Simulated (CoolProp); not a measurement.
A simple Rankine cycle with isobutene: condensing at 301.15 K, boiler at 2.35 MPa, turbine inlet 401.7 K, turbine efficiency 0.75, pump efficiency 0.6, no recuperator. Each further row changes one setting.

Model: reference Helmholtz-energy equation of state, Lemmon 2005, in CoolProp. It is a short technical equation, of lower accuracy than the large ones.

```
case                             thermal efficiency (%)  net work (kJ/kg)  heat in (kJ/kg)  turbine exit temperature (K)  volume ratio over the turbine
-------------------------------  ----------------------  ----------------  ---------------  ----------------------------  -----------------------------
as stated                                          12.4              60.3              484                         339.2                           7.96
turbine inlet 421.7 K                              12.5              67.1              535                         363.0                           7.56
condensing temperature 293.15 K                    13.6              68.4              503                         333.4                           10.1
boiler pressure 1.65 MPa                           10.8              55.0              509                         355.6                           5.12
turbine efficiency 0.65                            10.6              51.5              484                         344.0                           8.10
```
